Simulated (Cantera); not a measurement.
What does this Cantera script print?

```python
import numpy as np
import cantera as ct

gas = ct.Solution("gri30.yaml")
gas.TPX = 1300, 2666, {'H2': 0.03, 'O2': 1}
reactor = ct.IdealGasConstPressureReactor(gas, energy="off", clone=False)
net = ct.ReactorNet([reactor])
net.rtol, net.atol = 1e-08, 1e-18
show = ['H2', 'O2', 'H2O', 'H2O2', 'HO2', 'OH', 'O']
times = np.geomspace(0.0001, 1, 13)

steps = ct.SolutionArray(gas, extra=["t"])
rows = []
print(f"{'t/s':>10s}{'T/K':>9s}{'P/Pa':>11s}" + "".join(f"{s:>11s}" for s in show))
for t in times:
    while net.time < t:
        t_next = net.step()
        steps.append(gas.state, t=t_next)
    rows.append([np.interp(t, steps.t, y) for y in (steps.T, steps.P, *steps(*show).X.T)])
    print(f"{t:10.3e}{rows[-1][0]:9.1f}{rows[-1][1]:11.4g}" + "".join(f"{x:11.3e}" for x in rows[-1][2:]))
rate = np.gradient(steps.T, steps.t)
print("integrator steps:", len(steps.t))
if steps.T.max() > steps.T[0] + 200:
    print(f"time of steepest temperature rise: {steps.t[rate.argmax()]:.4e} s")
gas.TPX = 1300, 2666, {'H2': 0.03, 'O2': 1}
gas.equilibrate("TP")
print(f"equilibrium (TP): T = {gas.T:.1f} K  " + "  ".join(f"{s} {gas[s].X[0]:.3e}" for s in show))
```

It prints:

```
       t/s      T/K       P/Pa         H2         O2        H2O       H2O2        HO2         OH          O
 1.000e-04   1300.0       2666  2.913e-02  9.709e-01  2.647e-08  1.555e-11  2.983e-08  3.377e-08  4.132e-08
 2.154e-04   1300.0       2666  2.913e-02  9.709e-01  2.487e-07  7.098e-11  6.475e-08  1.872e-07  2.437e-07
 4.642e-04   1300.0       2666  2.912e-02  9.709e-01  7.107e-06  3.293e-10  1.576e-07  4.313e-06  5.713e-06
 1.000e-03   1300.0       2666  2.352e-02  9.662e-01  4.093e-03  5.836e-08  3.192e-06  2.153e-03  3.187e-03
 2.154e-03   1300.0       2666  3.657e-04  9.462e-01  2.603e-02  9.134e-08  3.273e-06  2.950e-03  2.186e-02
 4.642e-03   1300.0       2666  2.833e-04  9.484e-01  2.650e-02  8.315e-08  3.078e-06  2.689e-03  1.998e-02
 1.000e-02   1300.0       2666  2.336e-04  9.525e-01  2.702e-02  8.118e-08  2.860e-06  2.446e-03  1.624e-02
 2.154e-02   1300.0       2666  1.602e-04  9.583e-01  2.775e-02  7.583e-08  2.446e-06  2.031e-03  1.093e-02
 4.642e-02   1300.0       2666  8.284e-05  9.641e-01  2.848e-02  6.393e-08  1.795e-06  1.464e-03  5.554e-03
 1.000e-01   1300.0       2666  3.119e-05  9.679e-01  2.900e-02  4.526e-08  1.052e-06  9.012e-04  2.069e-03
 2.154e-01   1300.0       2666  9.307e-06  9.696e-01  2.928e-02  2.604e-08  4.821e-07  4.939e-04  6.149e-04
 4.642e-01   1300.0       2666  2.543e-06  9.701e-01  2.942e-02  1.255e-08  1.843e-07  2.590e-04  1.680e-04
 1.000e+00   1300.0       2666  7.166e-07  9.703e-01  2.949e-02  5.400e-09  6.722e-08  1.379e-04  4.744e-05
integrator steps: 1289
equilibrium (TP): T = 1300.0 K  H2 1.605e-08  O2 9.704e-01  H2O 2.955e-02  H2O2 2.606e-10  HO2 2.593e-08  OH 2.077e-05  O 1.074e-06
```

Computed with Cantera and GRI-Mech 3.0 (53 species, 325 reactions). Radical loss at walls, strong at low pressure, is not modelled.
